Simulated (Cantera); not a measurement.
Feed: 1 mol BN, 2.9 mol F2, at 575 °C and 0.0100 bar.

Equilibrium computed with Cantera from the NASA thermochemical tables; the gas is ideal and each condensed phase is pure. Candidate condensed phases: B, BN; 13 gas species. The numbers say what is thermodynamically allowed, not how fast it happens.

Base state: F2 0.398, BF3 0.329, N2 0.161, F 0.105, NF3 0.00673 (mole fractions); condensed: gas only.

What changes in the equilibrium state with this change: pressure from 0.0100 bar to 0.000250 bar?


```csv
species,before,after
F,0.105,0.429
BF3,0.329,0.271
F2,0.398,0.165
N2,0.161,0.135
NF3,0.00673,4.12e-5
```
